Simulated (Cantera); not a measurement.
A perfectly stirred reactor is fed with NO : N₂ = 1 : 0.12 (molar parts), at 1.00 atm; it is held at 1875 K, and followed from long to short residence time.

Model: GRI-Mech 3.0 (53 species, 325 reactions), integrated in Cantera.

### Question
What does this change do: temperature 1875 to 1500 K?

### Answer
```tsv
quantity	before	after
x(NO) at τ = 8.10 s	0.220	0.796
x(O) at τ = 8.10 s	0.000140	9.34e-7
x(N₂) at τ = 8.10 s	0.444	0.155
x(O₂) at τ = 8.10 s	0.336	0.0468
x(NO₂) at τ = 8.10 s	0.000604	0.00208
x(NO) at τ = 66.0 ms	0.847	0.892
x(O) at τ = 66.0 ms	4.60e-5	2.11e-7
x(N₂) at τ = 66.0 ms	0.130	0.107
x(O₂) at τ = 66.0 ms	0.0223	0.000188
x(NO₂) at τ = 66.0 ms	0.000710	0.000428
```

### Question
What does this change do: temperature 1875 to 2075 K?

### Answer
```tsv
quantity	before	after
x(NO) at τ = 8.10 s	0.220	0.0596
x(O) at τ = 8.10 s	0.000140	0.000753
x(N₂) at τ = 8.10 s	0.444	0.524
x(O₂) at τ = 8.10 s	0.336	0.416
x(NO₂) at τ = 8.10 s	0.000604	0.000129
x(NO) at τ = 66.0 ms	0.847	0.695
x(O) at τ = 66.0 ms	4.60e-5	0.000396
x(N₂) at τ = 66.0 ms	0.130	0.205
x(O₂) at τ = 66.0 ms	0.0223	0.0978
x(NO₂) at τ = 66.0 ms	0.000710	0.000759
```
